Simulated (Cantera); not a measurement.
Charge: 1 mol B, 4.9 mol N2, 3.9 mol H2O, at 1975 K and 6000 Pa.

These are equilibrium values from Cantera (NASA tables, ideal gas, pure condensed phases), not measurements of a reactor. Kinetics and transport are ignored.

| species | before | after |
|---|---|---|
| N2 | 0.526 | 0.497 |
| H2O | 0.209 | 0.299 |
| HBO2 | 0.0976 | 0.180 |
| H2 | 0.160 | 0.00634 |
| B2O3 | 0.00458 | 0.0109 |
| O2 | 1.62e-6 | 0.00210 |
| O | 2.86e-6 | 0.000103 |
| NO | 1.62e-5 | 0.000567 |
| HBO | 0.000380 | 1.94e-5 |
| BO2 | 0.000157 | 0.00145 |
| OH | 0.000278 | 0.00200 |
Gas species are given as mole fractions.

Task: Which change was made?
(A) pressure from 6000 Pa to 9800 Pa
(B) 1.5 mol NH3 added
(C) B replaced by B2O3
(D) pressure from 6000 Pa to 150 Pa

Result: C, B replaced by B2O3
